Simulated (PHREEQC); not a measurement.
1 kg of water holding 0.13 mol/kgw NaCl meets 20 L of dry gas (CO2 0.38, H2S 0.62 by moles) at fixed total pressure, at 10 atm; fugacities by Peng-Robinson. The gases take part in no redox reaction, some water evaporates into the gas, and hydrates or a liquid gas phase aren't modelled. Nothing may precipitate in this run.

All values are PHREEQC results (ion-association model, phreeqc.dat), not measurements.

```
T (°C)  dissolved CO2 (all carbonate carbon) (mol/kgw)  φ of CO2  p of CO2 (atm)  dissolved H2S (mol/kgw)  φ of H2S  p of H2S (atm)    pH
------  ----------------------------------------------  --------  --------------  -----------------------  --------  --------------  ----
30                                               0.107     0.949            3.90                    0.425     0.925            6.05  3.46
40                                              0.0845     0.954            3.87                    0.350     0.931            6.05  3.47
50                                              0.0692     0.958            3.84                    0.298     0.937            6.03  3.48
60                                              0.0582     0.962            3.80                    0.261     0.942            5.99  3.49
70                                              0.0500     0.966            3.75                    0.235     0.947            5.92  3.51
80                                              0.0436     0.969            3.69                    0.216     0.951            5.82  3.52
90                                              0.0386     0.972            3.60                    0.202     0.954            5.68  3.53
```

Away from 25 °C the constants follow the database's enthalpies or fits; those with neither stay at their 25 °C values.
